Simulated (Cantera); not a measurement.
Feed: 1 mol AlN, 13 mol HCl, 81 mol N2, equilibrated at 502 °C and 8.00 Pa.

Equilibrium computed with Cantera from the NASA thermochemical tables; the gas is ideal and each condensed phase is pure. Candidate condensed phases: Al, AlCl3, AlN, NH4Cl; 20 gas species. Rates play no part.

Base state: N2 0.867, HCl 0.106, H2 0.0160, AlCl3 0.0106 (mole fractions); condensed: gas only.

### Question
What changes in the equilibrium state with this change: temperature from 502 °C to 1225 °C?

### Answer
```csv
species,before,after
N2,0.867,0.863
HCl,0.106,0.112
H2,0.0160,0.0129
AlCl3,0.0106,0.00625
AlCl,<1e-9,0.00284
Cl,<1e-9,0.00152
AlCl2,<1e-9,0.00150
```
The tables' values for AlCl2 are old estimates; treat these amounts as uncertain.
